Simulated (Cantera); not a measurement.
# Gas-phase reforming

An isothermal, constant-pressure homogeneous reactor starts with 45.5 % CH₄, 54.5 % H₂O, at 1623 K and 6.12 atm.

Computed with Cantera and GRI-Mech 3.0 (53 species, 325 reactions).

```
t (s)      x CH₄   x H₂O     x C₂H      x O₂     x OH
--------  ------  ------  --------  --------  -------
1.00e-5    0.454   0.545    <1e-12    <1e-12  5.18e-7
3.55e-5    0.453   0.545    <1e-12    <1e-12  7.17e-7
0.000126   0.450   0.545  2.69e-12  1.70e-12  9.51e-7
0.000447   0.436   0.542  1.42e-10  1.33e-11  1.24e-6
0.00159    0.387   0.525   2.31e-9  3.89e-11  1.14e-6
0.00563    0.287   0.485   8.25e-9  1.82e-11  9.26e-7
0.0200     0.169   0.433   1.36e-8  6.50e-12  8.00e-7
0.0710     0.112   0.379   1.44e-8  4.19e-12  7.18e-7
0.252      0.110   0.302   8.92e-9  2.56e-12  5.31e-7
0.894     0.0958   0.207   3.73e-9  1.20e-12  3.33e-7
3.17      0.0651   0.129   1.06e-9    <1e-12  1.93e-7
11.3      0.0329  0.0799  1.95e-10    <1e-12  1.14e-7
40.0      0.0104  0.0538  1.63e-11    <1e-12  7.50e-8
```
x: mole fraction; the columns are a selection and need not sum to one.

Equilibrium at this temperature and pressure: CH₄ 8.48e-5, H₂O 0.0432, C₂H <1e-12, O₂ <1e-12, OH 5.96e-8 (gas phase only).
